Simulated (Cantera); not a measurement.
Input (Python, Cantera) and output of one run.

```python
import numpy as np
import cantera as ct

gas_names = """
    Cr CrN CrO CrO2 CrO3 H HNO HNO2 HNO3 HO2 H2 H2O H2O2 N NH NH2 NH3 NH2OH NO NO2 NO3 N2 N2H2 N2H4 N2O
    O OH O2 O3
""".split()
cond_names = """
    Cr(cr) Cr(L) CrN(s) Cr2N(s) Cr2O3(s) Cr2O3(L) H2O(s) H2O(L)
""".split()


# ... load() reads the species with a 1 bar reference pressure and builds the phases ...
atoms = {
    'Cr': {'Cr': 1},
    'H2O': {'H': 2, 'O': 1},
    'N2': {'N': 2},
}
top_T = {'CrN(s)': 1900, 'Cr2N(s)': 1900}  # K; cautious upper limits of use, not melting points


# ... equilibrate(T, P, feed) seeds the gas with the atoms and calls Mixture.equilibrate('TP', solver="vcs", rtol=1e-11, max_steps=5000) ...
results = []
feed = {'Cr': 1, 'H2O': 18, 'N2': 5.8}  # mol
T = 1173  # K
P = 370000  # Pa
mix = equilibrate(T, P, feed)
results.append((T, P, feed, dict(zip(mix.species_names, mix.species_moles))))
print(gas.report(threshold=0.001))
for i in range(1, mix.n_phases):
    print(f"{mix.phase(i).name:16s} {mix.phase_moles(i):12.5e} mol")
```

Result:

```
       temperature   1173 K
          pressure   3.7e+05 Pa
           density   0.73764 kg/m^3
  mean mol. weight   19.444 kg/kmol
   phase of matter   gas

                          1 kg             1 kmol
                     ---------------   ---------------
          enthalpy       -7.0084e+06       -1.3627e+08  J
   internal energy         -7.51e+06       -1.4602e+08  J
           entropy             11791        2.2927e+05  J/K
    Gibbs function        -2.084e+07        -4.052e+08  J
 heat capacity c_p            2075.2             40350  J/K
 heat capacity c_v            1647.6             32035  J/K

                      mass frac. Y      mole frac. X     chem. pot. / RT
                     ---------------   ---------------   ---------------
                H2         0.0065338          0.063016           -19.373
               H2O           0.64235           0.69328            -49.24
                N2           0.35111            0.2437           -25.394
     [  +26 minor]        5.5053e-06        6.2996e-06

Cr(cr)            0.00000e+00 mol
CrN(s)            0.00000e+00 mol
Cr2N(s)           0.00000e+00 mol
Cr2O3(s)          5.00000e-01 mol
```

These are equilibrium values from Cantera (NASA tables, ideal gas, pure condensed phases), not measurements of a reactor.
